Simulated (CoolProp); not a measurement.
Computed with CoolProp (reference Helmholtz-energy equation of state, Lemmon 2006). It is a short technical equation, of lower accuracy than the large ones.

For C2F6 (R116), give the phase and the viscosity (µPa s) at 425 K and 0.061 MPa.


- 425 K and 0.061 MPa: gas; viscosity 19.6

Viscosity comes from a separate model (Huber 2003), an estimate that may be off by 10 % or more.
